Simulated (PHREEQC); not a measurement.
**Brine: an equilibrium model**

Consider water at 20 °C and 500 atm with 4.4 mol LiCl, 0.54 mol Na2SO4 and 3.4e-05 mol H4SiO4 per kg of water. Closed to the air; pH follows from the charge balance.

Model: Pitzer model, pitzer.dat, run in PHREEQC.

```
Property                   Result
-------------------  ------------
pH                           6.51
ionic strength       6.02 mol/kgw
activity of water           0.753
density               1.155 g/cm³
osmotic coefficient         1.515
```

```csv
species,molality,activity,log γ
Cl-,4.40,2.68,-0.215
Li+,4.40,26.2,0.774
Na+,1.08,2.62,0.384
SO4-2,0.540,0.00351,-2.186
H4SiO4,3.34e-5,8.34e-5,0.397
HSO4-,7.40e-7,7.51e-8,-0.994
H3SiO4-,5.62e-7,5.26e-8,-1.028
OH-,2.25e-7,2.10e-8,-1.030
H+,4.70e-8,3.09e-7,0.818
```

This is a speciation only: nothing precipitates in the calculation. Species that the database lacks are ignored. In brines, pH and single-ion activities rest on the MacInnes convention. Under pressure, the constants of complexes without a molar volume in the database are unreliable.
